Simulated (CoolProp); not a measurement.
Vapour-liquid equilibrium of methanol (1) + ethanol (2) at 453.9 K; x and y are mole fractions of (1).

Model: multi-fluid Helmholtz-energy mixture model, de Reuck 1993 and Schroeder 2014; pair parameters Bell 2016, in CoolProp.

| x | bubble pressure, mixture model (bar) | bubble pressure, Raoult's law (bar) | y, mixture model | y, Raoult's law |
|---|---|---|---|---|
| 0.05 | 20.49 | 20.50 | 0.062 | 0.067 |
| 0.2 | 21.53 | 21.62 | 0.236 | 0.255 |
| 0.35 | 22.55 | 22.74 | 0.398 | 0.425 |
| 0.5 | 23.58 | 23.85 | 0.551 | 0.578 |
| 0.65 | 24.67 | 24.97 | 0.696 | 0.718 |
| 0.8 | 25.84 | 26.09 | 0.833 | 0.846 |
| 0.95 | 27.13 | 27.21 | 0.960 | 0.963 |

The largest gap from Raoult's law is -1.2 % in bubble pressure, at x = 0.65. No azeotrope shows between x = 0.05 and 0.95.

The pair parameters rest on a limited set of measurements; away from them the model extrapolates.
